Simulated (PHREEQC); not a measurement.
A solution holds 46 mmol/kgw CuCl2, 23 mmol/kgw HCl and 88 mmol/kgw Na2SO4, at 25 °C. Closed to the air; pH follows from the charge balance.

All values are PHREEQC results (ion-association model, wateq4f.dat), not measurements.

### Question
The ionic strength comes out as 0.305 mol/kgw. What activity coefficients do Cl-, SO4-2, Cu+2, H+, CuCl+ get?

### Answer
Cl- 0.68, SO4-2 0.25, Cu+2 0.29, H+ 0.78, CuCl+ 0.69.

No solid was allowed to form.
